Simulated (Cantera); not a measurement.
A closed system holds: 1 mol PbO, 6 mol C, 14 mol H₂, held at 0.100 bar.

These are equilibrium values from Cantera (NASA tables, ideal gas, pure condensed phases), not measurements of a reactor. Candidate condensed phases: C, C₆H₆, C₇H₈, C₈H₁₈, H₂O, Pb, PbO, PbO₂, Pb₃O₄; 113 gas species. Kinetics and transport are ignored.

**Question.** At 1325 K, list the 4 most abundant gas species with their mole fractions, and the condensed phases.

**Answer.** H₂ 0.899, CO 0.0643, Pb 0.0360, CH₄ 0.000543. Condensed: C(graphite) + Pb(l).
